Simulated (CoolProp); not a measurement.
Properties of acetone along the isobar 3.47 MPa (Tc = 508.1 K, pc = 4.692 MPa, ω = 0.307).

Values from CoolProp's reference Helmholtz-energy equation of state, Lemmon 2006. It is a short technical equation, of lower accuracy than the large ones.

```csv
T (K),phase,Z,cv (kJ/(kg K)),speed of sound (m/s),isothermal compressibility (1/MPa)
430.6,liquid,0.09143,1.830,601.2,0.006533
439.1,liquid,0.09191,1.852,560.7,0.007792
447.7,liquid,0.09267,1.876,518.4,0.009519
456.2,liquid,0.09378,1.901,474.8,0.01195
464.7,liquid,0.09537,1.928,428.4,0.01564
473.3,liquid,0.09772,1.960,377.2,0.02200
481.8,liquid,0.1013,1.998,318.7,0.03514
490.3,gas,0.5263,2.167,166.9,0.8194
498.8,gas,0.5885,2.093,183.3,0.6098
507.4,gas,0.6326,2.051,195.4,0.5240
515.9,gas,0.6667,2.026,205.2,0.4759
524.4,gas,0.6949,2.011,213.6,0.4443
532.9,gas,0.7188,2.004,221.0,0.4216
541.5,gas,0.7398,2.001,227.8,0.4042
550,gas,0.7580,2.002,233.9,0.3908
```
